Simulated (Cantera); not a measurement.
## Hydrocarbon pyrolysis for carbon deposition

A perfectly stirred reactor is fed with C2H6 : N2 = 1 : 1.7 (molar parts), at 10.00 Torr; it is held at 1275 K, and followed from long to short residence time.

Computed with Cantera and GRI-Mech 3.0 (53 species, 325 reactions). GRI-Mech 3.0 stops at C3 and has no aromatics, soot or wall deposition, so with more carbon than oxygen in the feed, carbon stays in small species such as C2H2 where larger ones or solid carbon would form. Radical loss at walls, strong at low pressure, is not modelled.

```csv
τ (s),x C2H6,x HCN,x C2H2,x CH2,x CH3,x H2,x C2H4
2.4,0.00531,6.89e-10,0.145,1.16e-8,0.000197,0.299,0.0515
0.91,0.0126,6.03e-10,0.112,2.13e-8,0.000299,0.263,0.0844
0.34,0.0307,5.33e-10,0.0731,4.03e-8,0.000467,0.219,0.120
0.13,0.0712,4.52e-10,0.0386,7.04e-8,0.000707,0.174,0.138
0.049,0.148,3.61e-10,0.0152,1.06e-7,0.000983,0.124,0.121
0.019,0.242,2.86e-10,0.00433,1.27e-7,0.00116,0.0720,0.0759
0.0070,0.317,2.06e-10,0.000709,1.15e-7,0.00111,0.0301,0.0327
0.0027,0.353,1.07e-10,6.71e-5,6.64e-8,0.000800,0.00961,0.0104
0.0010,0.367,2.32e-11,2.17e-6,1.93e-8,0.000413,0.00182,0.00190
```
x: mole fraction; the columns are a selection and need not sum to one.
